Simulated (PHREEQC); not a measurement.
A solution holds 0.00028 mol NaH2PO4 and 8.7e-05 mol H4SiO4 per kg of water, at 20 °C. Closed to the air; pH follows from the charge balance.

The numbers come from PHREEQC with the ion-association model, wateq4f.dat.

This is a speciation only: nothing precipitates in the calculation.

### Question
Predict the pH, ionic strength.

### Answer
pH 5.39; ionic strength 0.000289 mol/kgw.

### Question
In which forms is P present?

### Answer
H2PO4- 98 %, HPO4-2 1.5 % of the P.

H3PO4, which wateq4f.dat lacks, is added to it with the constant of phreeqc.dat.
